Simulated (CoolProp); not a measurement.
Vapour-liquid equilibrium of CHF3 (R23) (1) + R134a (2) at 0.54 MPa; x and y are mole fractions of (1).

Model: multi-fluid Helmholtz-energy mixture model, Penoncello 2003 and Tillner-Roth 1994; pair parameters Bell 2016, in CoolProp.

| x | bubble temperature, mixture model (°C) | bubble temperature, Raoult's law (°C) | y, mixture model | y, Raoult's law |
|---|---|---|---|---|
| 0.05 | 11.2 | 9.1 | 0.218 | 0.293 |
| 0.2 | -6.1 | -9.9 | 0.618 | 0.701 |
| 0.35 | -18.6 | -21.9 | 0.804 | 0.853 |
| 0.5 | -27.9 | -30.3 | 0.897 | 0.923 |
| 0.65 | -35.2 | -36.7 | 0.947 | 0.961 |
| 0.8 | -40.9 | -41.7 | 0.977 | 0.983 |
| 0.95 | -45.6 | -45.8 | 0.995 | 0.997 |

The largest gap from Raoult's law is +3.8 K in bubble temperature, at x = 0.2. No azeotrope shows between x = 0.05 and 0.95.

Pair parameters are fitted to limited data, so mixtures are less certain than the pure fluids.
